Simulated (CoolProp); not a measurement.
Dimethyl ether along the isobar 1.89 MPa: Z from the reference equation and from simpler models built on Tc = 127.2 °C, pc = 5.337 MPa, ω = 0.196; each cubic takes its own stable root.

Model: reference Helmholtz-energy equation of state, Wu 2011, in CoolProp.

```json
[
 {"T (°C)": "-121.95", "phase": "liquid", "reference": "0.08059"},
 {"T (°C)": "-97.55", "phase": "liquid", "reference": "0.07186"},
 {"T (°C)": "-73.15", "phase": "liquid", "reference": "0.06546"},
 {"T (°C)": "-48.75", "phase": "liquid", "reference": "0.06069"},
 {"T (°C)": "-24.35", "phase": "liquid", "reference": "0.05714"},
 {"T (°C)": "-0.05", "phase": "liquid", "reference": "0.05459"},
 {"T (°C)": "24.35", "phase": "liquid", "reference": "0.05292"},
 {"T (°C)": "48.75", "phase": "liquid", "reference": "0.05222"},
 {"T (°C)": "73.15", "phase": "gas", "reference": "0.7440"},
 {"T (°C)": "97.45", "phase": "gas", "reference": "0.8124"},
 {"T (°C)": "121.85", "phase": "gas", "reference": "0.8548"},
 {"T (°C)": "146.25", "phase": "gas", "reference": "0.8840"},
 {"T (°C)": "170.65", "phase": "gas", "reference": "0.9053"}
]
```

Question: How far does each simpler model (Soave-Redlich-Kwong, Peng-Robinson) lie from the reference over these 13 states: mean and median of the absolute difference, and the worst?

Answer: 
- Soave-Redlich-Kwong: mean 6.7 %, median 9.1 %, worst +11.7 % at 48.75 °C and 1.89 MPa
- Peng-Robinson: mean 1.8 %, median 1.5 %, worst -3.5 % at -24.35 °C and 1.89 MPa
